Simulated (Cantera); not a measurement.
Feed: 1 mol SiC, 0.011 mol Si, 0.18 mol N2, held at 2775 K and 10.0 Torr.

Equilibrium computed with Cantera from the NASA thermochemical tables; the gas is ideal and each condensed phase is pure. Candidate condensed phases: C, Si, SiC, Si3N4; 20 gas species. The tables' values for SiN are old estimates; treat these amounts as uncertain. Kinetics and transport are ignored.

What is the equilibrium state?


- x(Si): 0.498
- x(SiC2): 0.262
- x(N2): 0.159
- x(Si2C): 0.0686
- x(Si2): 0.00420
- x(CN): 0.00278
- x(C3): 0.00174
- x(SiN): 0.00159
- x(SiC): 0.000798
- n(C(graphite)): 0.330 mol
- gas amount: 1.112 mol
- log10 activity of Si(l) (absent): -0.66
